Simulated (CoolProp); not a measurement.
Vapour-liquid equilibrium of benzene (1) + o-xylene (2) at 230.15 °C; x and y are mole fractions of (1).

Model: multi-fluid Helmholtz-energy mixture model, Thol 2012 and Zhou 2012; pair parameters Bell 2016, in CoolProp.

```
x      bubble pressure (MPa)  y at the bubble point  dew pressure at overall composition x (MPa)  liquid density (mol/L)
-----  ---------------------  ---------------------  -------------------------------------------  ----------------------
0.05                  0.6937                  0.118                                       0.6580                   6.437
0.125                 0.7960                  0.275                                       0.6979                   6.538
0.2                   0.9108                  0.407                                       0.7435                   6.637
0.275                  1.034                  0.516                                       0.7960                   6.735
0.35                   1.163                  0.603                                       0.8570                   6.831
0.425                  1.293                  0.675                                       0.9288                   6.927
0.5                    1.423                  0.734                                        1.014                   7.023
0.575                  1.551                  0.784                                        1.118                   7.119
0.65                   1.677                  0.828                                        1.244                   7.216
0.725                  1.802                  0.867                                        1.401                   7.316
0.8                    1.927                  0.903                                        1.595                   7.419
0.875                  2.053                  0.939                                        1.829                   7.529
0.95                   2.182                  0.975                                        2.092                   7.646
```

No azeotrope shows between x = 0.05 and 0.95.

The pair parameters rest on a limited set of measurements; away from them the model extrapolates.
